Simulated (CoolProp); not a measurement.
Values from CoolProp's reference Helmholtz-energy equation of state, Lemmon 2006. It is a short technical equation, of lower accuracy than the large ones.

Question: Give the vapour pressure (MPa), liquid density (kg/m³), vapour density (kg/m³), enthalpy of vaporisation (kJ/kg) of saturated carbon monoxide at 116.2 K.

Answer: 
| T (K) | p (MPa) | liquid density (kg/m³) | vapour density (kg/m³) | enthalpy of vaporisation (kJ/kg) |
|---|---|---|---|---|
| 116.2 | 1.53 | 605 | 61.9 | 143 |
